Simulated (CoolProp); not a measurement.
The numbers come from the reference Helmholtz-energy equation of state, Gao 2022 in CoolProp.

Problem. For n-perfluorohexane, give the phase and the density (kg/m³), cp (kJ/(kg K)), isothermal compressibility (1/MPa), expansivity (1/kK) at 294 K and 0.0525 MPa; 346 K and 0.0525 MPa.

Solution. 
- 294 K and 0.0525 MPa: liquid; density 1690, cp 1.04, isothermal compressibility 0.00263, expansivity 1.71
- 346 K and 0.0525 MPa: gas; density 6.34, cp 0.891, isothermal compressibility 19.6, expansivity 3.17
